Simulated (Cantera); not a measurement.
A closed system holds: 1 mol Si₂Cl₆, 0.27 mol Cl₂, 72 mol H₂, at 128 Torr.

Equilibrium computed with Cantera from the NASA thermochemical tables; the gas is ideal and each condensed phase is pure. Candidate condensed phases: Si; 19 gas species. The feed counts by its element totals alone. The tables' values for SiCl₃ are old estimates; treat these amounts as uncertain. The numbers say what is thermodynamically allowed, not how fast it happens.

x: gas mole fraction; n: condensed amount in mol.

| T (K) | x H₂ | x HCl | x SiCl₂ | x SiCl₄ | x SiHCl₃ | n Si(s) |
|---|---|---|---|---|---|---|
| 1198 | 0.947 | 0.0371 | 0.00343 | 0.00634 | (withheld) | 0.803 |
| 1248 | 0.941 | 0.0444 | 0.00527 | 0.00428 | (withheld) | 0.892 |
| 1298 | 0.936 | 0.0505 | 0.00725 | 0.00256 | (withheld) | 0.955 |
| 1348 | 0.932 | 0.0547 | 0.00901 | 0.00136 | (withheld) | 0.991 |
| 1398 | 0.930 | 0.0572 | 0.0104 | 0.000676 | (withheld) | 1.01 |
| 1448 | 0.928 | 0.0585 | 0.0113 | 0.000325 | (withheld) | 1.01 |
| 1498 | 0.928 | 0.0590 | 0.0120 | 0.000156 | (withheld) | 1.000 |
| 1548 | 0.927 | 0.0592 | 0.0126 | 7.71e-5 | (withheld) | 0.989 |
| 1598 | 0.927 | 0.0591 | 0.0130 | 3.92e-5 | (withheld) | 0.977 |
| 1648 | 0.927 | 0.0589 | 0.0133 | 2.06e-5 | (withheld) | 0.963 |

Problem. Some entries are withheld; supply them.

Solution. 
- 1198, x SiHCl₃: 0.00435
- 1248, x SiHCl₃: 0.00319
- 1298, x SiHCl₃: 0.00214
- 1348, x SiHCl₃: 0.00132
- 1398, x SiHCl₃: 0.000771
- 1448, x SiHCl₃: 0.000441
- 1498, x SiHCl₃: 0.000253
- 1548, x SiHCl₃: 0.000148
- 1598, x SiHCl₃: 8.82e-5
- 1648, x SiHCl₃: 5.41e-5
